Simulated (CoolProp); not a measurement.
Properties of nitrogen along the isotherm 83.8 K (Tc = 126.2 K, pc = 3.396 MPa, ω = 0.037).

The numbers come from the reference Helmholtz-energy equation of state, Span 2000 in CoolProp.

```csv
p (MPa),phase,Z,cp (kJ/(kg K)),isothermal compressibility (1/MPa),Prandtl number,fugacity coefficient
0.0537,gas,0.9824,1.070,18.96,0.807,0.9828
0.0906,gas,0.9700,1.094,11.39,0.823,0.9709
0.153,gas,0.9481,1.139,6.916,0.854,0.9508
0.258,liquid,0.01337,2.080,0.004140,1.99,0.7391
0.436,liquid,0.02257,2.077,0.004110,1.99,0.4414
0.735,liquid,0.03800,2.072,0.004061,1.99,0.2659
1.24,liquid,0.06398,2.064,0.003980,1.99,0.1618
2.09,liquid,0.1075,2.052,0.003854,2.00,0.1003
3.53,liquid,0.1806,2.032,0.003659,2.00,0.06393
5.96,liquid,0.3022,2.004,0.003377,2.01,0.04285
10.1,liquid,0.5055,1.965,0.002994,2.03,0.03115
17,liquid,0.8349,1.918,0.002534,2.08,0.02605
```

Viscosity comes from a separate model (Lemmon 2004). Thermal conductivity comes from a separate model (Lemmon 2004).
